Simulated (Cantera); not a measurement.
What does this Cantera script print?

```python
import numpy as np
import cantera as ct

gas_names = [...]  # 77 gases of nasa_gas.yaml made of C, H, Ti
cond_names = """
    C(gr) C6H6(L) C7H8(L) C8H18(L),n-octa Ti(a) Ti(b) Ti(L) TiC(s) TiC(L)
""".split()


# ... load() reads the species with a 1 bar reference pressure and builds the phases ...
atoms = {
    'Ti': {'Ti': 1},
    'CH4': {'C': 1, 'H': 4},
    'H2': {'H': 2},
    'C3H8': {'C': 3, 'H': 8},
}
top_T = {'C(gr)': 4500}  # K; cautious upper limits of use, not melting points


# ... equilibrate(T, P, feed) seeds the gas with the atoms and calls Mixture.equilibrate('TP', solver="vcs", rtol=1e-11, max_steps=5000) ...
results = []
feed = {'Ti': 1, 'CH4': 4.7, 'H2': 63, 'C3H8': 0.56}  # mol
T = 1848  # K
P = 86  # Pa
mix = equilibrate(T, P, feed)
results.append((T, P, feed, dict(zip(mix.species_names, mix.species_moles))))
print(gas.report(threshold=1e-06))
for i in range(1, mix.n_phases):
    print(f"{mix.phase(i).name:16s} {mix.phase_moles(i):12.5e} mol")
```

Result:

```
       temperature   1848 K
          pressure   86 Pa
           density   1.1217e-05 kg/m^3
  mean mol. weight   2.004 kg/kmol
   phase of matter   gas

                          1 kg             1 kmol
                     ---------------   ---------------
          enthalpy        2.5711e+07        5.1525e+07  J
   internal energy        1.8044e+07         3.616e+07  J
           entropy        1.2209e+05        2.4467e+05  J/K
    Gibbs function       -1.9991e+08       -4.0063e+08  J
 heat capacity c_p             16692             33452  J/K
 heat capacity c_v             12543             25137  J/K

                      mass frac. Y      mole frac. X     chem. pot. / RT
                     ---------------   ---------------   ---------------
    C2H2,acetylene          0.003285        0.00025283           -31.507
                 H         0.0090109          0.017915           -13.154
                H2            0.9877           0.98183           -26.308
     [  +74 minor]        8.2573e-06        8.8007e-07

C(gr)             5.34184e+00 mol
Ti(b)             0.00000e+00 mol
TiC(s)            9.99997e-01 mol
```

Equilibrium computed with Cantera from the NASA thermochemical tables; the gas is ideal and each condensed phase is pure. TiC: taken at fixed stoichiometry.
